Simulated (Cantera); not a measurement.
## Ignition delay

Mixture: 15.9 % CO, 7.78 % H2, 10.8 % O2, 65.6 % N2, at 100000 Pa, adiabatic and at constant pressure. Ignition delay is the time to a rise of 400 K.

Detailed kinetics in Cantera: GRI-Mech 3.0 (53 species, 325 reactions). Below about 950 K walls govern HO2 and H2O2 in real vessels.

```
T0 (K)  delay (ms)
------  ----------
900           39.4
975          0.861
1050         0.255
1125         0.144
1200        0.0994
1275        0.0774
```
